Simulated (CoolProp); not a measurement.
n-perfluorohexane along the isobar 1.78 MPa: Z from the reference equation and from simpler models built on Tc = 174.9 °C, pc = 1.742 MPa, ω = 0.497; each cubic takes its own stable root.

Computed with CoolProp (reference Helmholtz-energy equation of state, Gao 2022).

```json
[
 {"T (°C)": "37.05", "phase": "liquid", "reference": "0.1415", "van der Waals": "___", "Peng-Robinson": "___"},
 {"T (°C)": "57.05", "phase": "liquid", "reference": "___", "van der Waals": "0.2421", "Peng-Robinson": "0.1404"},
 {"T (°C)": "77.05", "phase": "liquid", "reference": "0.1354", "van der Waals": "0.2374", "Peng-Robinson": "0.1387"},
 {"T (°C)": "96.95", "phase": "liquid", "reference": "0.1343", "van der Waals": "0.2351", "Peng-Robinson": "___"},
 {"T (°C)": "116.95", "phase": "liquid", "reference": "0.1348", "van der Waals": "0.2358", "Peng-Robinson": "0.1419"},
 {"T (°C)": "136.95", "phase": "liquid", "reference": "0.1381", "van der Waals": "___", "Peng-Robinson": "0.1494"},
 {"T (°C)": "156.85", "phase": "liquid", "reference": "0.1472", "van der Waals": "0.2556", "Peng-Robinson": "0.1672"},
 {"T (°C)": "176.85", "phase": "supercritical", "reference": "___", "van der Waals": "___", "Peng-Robinson": "___"}
]
```

Complete the blanks.


- 37.05, van der Waals: 0.2490
- 37.05, Peng-Robinson: 0.1438
- 57.05, reference: 0.1379
- 96.95, Peng-Robinson: 0.1389
- 136.95, van der Waals: 0.2410
- 176.85, reference: 0.3525
- 176.85, van der Waals: 0.3477
- 176.85, Peng-Robinson: 0.3780
